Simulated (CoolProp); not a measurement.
Vapour-liquid equilibrium of CH2F2 (R32) (1) + R236EA (2) at 0.62 MPa; x and y are mole fractions of (1).

Computed with CoolProp (multi-fluid Helmholtz-energy mixture model, Tillner-Roth 1997 and Rui 2013; pair parameters Bell 2016).

```tsv
x	bubble temperature (K)	y at the bubble point	dew temperature at overall composition x (K)	liquid density (mol/L)
0.05	327.9	0.178	332.5	8.947
0.15	316.2	0.451	328.9	9.759
0.25	306.0	0.636	325.0	10.62
0.35	297.3	0.758	320.8	11.55
0.45	290.0	0.839	316.2	12.55
0.55	283.8	0.894	311.0	13.65
0.65	278.5	0.932	305.1	14.89
0.75	274.0	0.960	298.0	16.28
0.85	270.0	0.979	288.9	17.89
0.95	266.5	0.994	275.7	19.76
```

No azeotrope shows between x = 0.05 and 0.95.

Pair parameters are fitted to limited data, so mixtures are less certain than the pure fluids.
